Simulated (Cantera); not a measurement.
What does this Cantera script print?

```python
import numpy as np
import cantera as ct

gas = ct.Solution("h2o2.yaml")
gas.TPX = 573, 13332, {'H2': 1, 'O2': 0.746, 'N2': 2.81}
flame = ct.FreeFlame(gas, width=0.16)
flame.set_refine_criteria(ratio=3, slope=0.08, curve=0.16)
flame.transport_model = "mixture-averaged"
flame.solve(loglevel=0, auto=True)
z, T = flame.grid, flame.T
thick = (T[-1] - T[0]) / np.gradient(T, z).max()
show = ['H2', 'O2', 'H', 'HO2', 'H2O', 'H2O2']
print(f"laminar burning velocity  {flame.velocity[0] * 100:.3f} cm/s")
print(f"burnt temperature         {T[-1]:.1f} K")
print(f"thermal thickness         {thick * 1e3:.4f} mm")
print(f"grid points               {len(z)}")
z0 = z[flame.heat_release_rate.argmax()]
print(f"{'z/mm':>9s}{'T/K':>9s}{'u/(m/s)':>9s}" + "".join(f"{s:>11s}" for s in show))
rows = []
for k in (-3, -2, -1.5, -1, -0.5, -0.25, 0, 0.25, 0.5, 1, 2, 4, 8):
    zz = z0 + k * thick
    rows.append([k * thick, np.interp(zz, z, T), np.interp(zz, z, flame.velocity),
                 *(np.interp(zz, z, flame.X[gas.species_index(s)]) for s in show)])
    print(f"{rows[-1][0] * 1e3:9.3f}{rows[-1][1]:9.1f}{rows[-1][2]:9.3f}" + "".join(f"{x:11.3e}" for x in rows[-1][3:]))
```

Result:

```
laminar burning velocity  423.963 cm/s
burnt temperature         2142.2 K
thermal thickness         6.2138 mm
grid points               133
     z/mm      T/K  u/(m/s)         H2         O2          H        HO2        H2O       H2O2
  -18.641    573.0    4.240  2.195e-01  1.637e-01  5.990e-16  7.603e-14  3.908e-15  4.062e-17
  -12.428    573.0    4.240  2.195e-01  1.637e-01  1.178e-12  3.063e-11  1.011e-12  1.734e-15
   -9.321    573.0    4.240  2.195e-01  1.637e-01  2.448e-10  2.417e-09  8.712e-11  2.517e-13
   -6.214    573.0    4.240  2.195e-01  1.637e-01  1.356e-07  5.270e-07  5.144e-08  3.072e-10
   -3.107    583.9    4.311  2.170e-01  1.637e-01  2.673e-04  5.963e-05  7.482e-04  1.134e-06
   -1.553    720.9    5.247  1.920e-01  1.601e-01  6.582e-03  3.849e-05  1.351e-02  1.331e-06
    0.000   1078.5    7.625  8.801e-02  1.208e-01  4.054e-02  1.790e-05  9.684e-02  9.278e-07
    1.553   1331.5    9.314  2.617e-02  7.692e-02  5.104e-02  9.605e-06  1.708e-01  1.063e-06
    3.107   1450.4   10.082  2.128e-02  7.019e-02  4.332e-02  7.430e-06  1.828e-01  7.888e-07
    6.214   1581.8   10.901  2.031e-02  6.711e-02  3.265e-02  5.808e-06  1.909e-01  4.645e-07
   12.428   1721.9   11.750  1.815e-02  6.437e-02  2.211e-02  4.392e-06  2.003e-01  2.417e-07
   24.855   1855.2   12.534  1.463e-02  6.214e-02  1.323e-02  3.179e-06  2.106e-01  1.309e-07
   49.710   1972.4   13.207  1.030e-02  6.056e-02  6.697e-03  2.208e-06  2.209e-01  7.869e-08
```

Model: the H2/O2 subset of GRI-Mech 3.0, which has no nitrogen chemistry, integrated in Cantera. Burning velocities carry a grid error of a few per cent, more on coarse grids. Lean hydrogen flames are cellular in practice and burn faster than this planar one.
